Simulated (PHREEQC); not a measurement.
Solution (22 °C): 10 mmol/kgw NaHCO3 and 0.92 mmol/kgw Na2HPO4. Closed to the air; pH follows from the charge balance.

All values are PHREEQC results (ion-association model, phreeqc.dat), not measurements.

This is a speciation only: nothing precipitates in the calculation.

**Question.** Estimate the pH, specific conductance, ionic strength.

**Answer.** pH 8.33; specific conductance 964 µS/cm; ionic strength 0.0127 mol/kgw.

**Question.** In which forms is C present?

**Answer.** HCO3- 97 %, CO3-2 1.3 %, CO2 1.0 %, NaHCO3 0.5 % of the C.
